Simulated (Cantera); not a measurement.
Feed: 1 mol HF, 0.022 mol SO2, 0.4 mol N2, at 3025 °C.

Equilibrium computed with Cantera from the NASA thermochemical tables; the gas is ideal and each condensed phase is pure. Candidate condensed phases: H2O, H2SO4, S; 62 gas species. The numbers say what is thermodynamically allowed, not how fast it happens.

Question: At 0.170 bar, list the 4 most abundant gas species with their mole fractions, and the condensed phases.

Answer: HF 0.567, N2 0.255, F 0.0736, H 0.0607. Condensed: gas only.
